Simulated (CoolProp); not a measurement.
Aqueous potassium formate as a coolant, at 12 °C, 1 atm.

Computed with CoolProp (Melinder's fits for secondary coolants).

```
mass %  freezing point (°C)  Prandtl number  cp (kJ/(kg K))  viscosity (mPa s)  conductivity (W/(m K))
------  -------------------  --------------  --------------  -----------------  ----------------------
2.9                    -1.3            9.21           4.077               1.31                   0.579
8.4                    -4.0            9.51           3.867               1.40                   0.569
13.9                   -7.3            9.76           3.664               1.49                   0.560
19.4                  -11.2            10.2           3.469               1.62                   0.551
24.8                  -15.8            10.9           3.289               1.79                   0.541
30.3                  -21.5            11.6           3.120               1.98                   0.531
35.8                  -28.6            12.5           2.969               2.18                   0.518
41.3                  -37.2            13.7           2.832               2.45                   0.504
46.7                  -47.3            16.5           2.708               2.97                   0.489
```
